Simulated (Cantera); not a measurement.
# Oxide etching and cleaning by halides: CuO + F2 + O2

Charge: 1 mol CuO, a varied amount of F2, 4.2 mol O2, equilibrated at 777 °C and 1.33 mbar.

Method: chemical equilibrium by Gibbs-energy minimisation in Cantera with the NASA 1993 tables (ideal gas, pure condensed phases). Candidate condensed phases: Cu, CuF2, CuO, Cu2O; 13 gas species. Mutual solubility and eutectic melting of coexisting phases are not modelled. Rates play no part.

From 0.52 mol F2 to 0.85 mol F2 the condensed part is CuF2(s) + CuO(s). From 1 mol F2 to 3.1 mol F2 the condensed part is CuF2(s). The main Cu-bearing gas is CuF2 throughout. The share of Cu in condensed phases is highest at 1 mol F2 (81.4 %) and lowest at 3.1 mol F2 (65.1 %).

```json
[
 {"n(F2) (mol)": "0.52", "x O2": "0.956", "x F": "2.50e-7", "x CuF2": "0.0381", "x F2": "<1e-12", "x CuF": "0.00592", "x FO2": "1.70e-12", "x FO": "1.06e-12", "n CuF2(s)": "0.328", "n CuO(s)": "0.466"},
 {"n(F2) (mol)": "0.61", "x O2": "0.956", "x F": "2.50e-7", "x CuF2": "0.0381", "x F2": "<1e-12", "x CuF": "0.00592", "x FO2": "1.70e-12", "x FO": "1.06e-12", "n CuF2(s)": "0.416", "n CuO(s)": "0.376"},
 {"n(F2) (mol)": "0.72", "x O2": "0.956", "x F": "2.50e-7", "x CuF2": "0.0381", "x F2": "<1e-12", "x CuF": "0.00592", "x FO2": "1.70e-12", "x FO": "1.06e-12", "n CuF2(s)": "0.524", "n CuO(s)": "0.266"},
 {"n(F2) (mol)": "0.85", "x O2": "0.956", "x F": "2.50e-7", "x CuF2": "0.0381", "x F2": "<1e-12", "x CuF": "0.00592", "x FO2": "1.70e-12", "x FO": "1.06e-12", "n CuF2(s)": "0.651", "n CuO(s)": "0.136"},
 {"n(F2) (mol)": "1", "x O2": "0.962", "x F": "3.84e-5", "x CuF2": "0.0381", "x F2": "7.96e-11", "x CuF": "3.85e-5", "x FO2": "2.63e-10", "x FO": "1.64e-10", "n CuF2(s)": "0.814", "n CuO(s)": "0"},
 {"n(F2) (mol)": "1.2", "x O2": "0.887", "x F": "0.0749", "x CuF2": "0.0381", "x F2": "0.000302", "x CuF": "1.97e-8", "x FO2": "4.73e-7", "x FO": "3.06e-7", "n CuF2(s)": "0.798", "n CuO(s)": "0"},
 {"n(F2) (mol)": "1.4", "x O2": "0.823", "x F": "0.138", "x CuF2": "0.0381", "x F2": "0.00103", "x CuF": "1.07e-8", "x FO2": "8.08e-7", "x FO": "5.44e-7", "n CuF2(s)": "0.782", "n CuO(s)": "0"},
 {"n(F2) (mol)": "1.6", "x O2": "0.768", "x F": "0.192", "x CuF2": "0.0381", "x F2": "0.00199", "x CuF": "7.70e-9", "x FO2": "1.05e-6", "x FO": "7.31e-7", "n CuF2(s)": "0.767", "n CuO(s)": "0"},
 {"n(F2) (mol)": "1.9", "x O2": "0.698", "x F": "0.260", "x CuF2": "0.0381", "x F2": "0.00364", "x CuF": "5.68e-9", "x FO2": "1.29e-6", "x FO": "9.44e-7", "n CuF2(s)": "0.743", "n CuO(s)": "0"},
 {"n(F2) (mol)": "2.2", "x O2": "0.640", "x F": "0.316", "x CuF2": "0.0381", "x F2": "0.00538", "x CuF": "4.68e-9", "x FO2": "1.44e-6", "x FO": "1.10e-6", "n CuF2(s)": "0.720", "n CuO(s)": "0"},
 {"n(F2) (mol)": "2.6", "x O2": "0.577", "x F": "0.377", "x CuF2": "0.0381", "x F2": "0.00767", "x CuF": "3.92e-9", "x FO2": "1.55e-6", "x FO": "1.25e-6", "n CuF2(s)": "0.689", "n CuO(s)": "0"},
 {"n(F2) (mol)": "3.1", "x O2": "0.513", "x F": "0.438", "x CuF2": "0.0381", "x F2": "0.0103", "x CuF": "3.37e-9", "x FO2": "1.60e-6", "x FO": "1.36e-6", "n CuF2(s)": "0.651", "n CuO(s)": "0"}
]
```
x: gas mole fraction; n: condensed amount in mol.
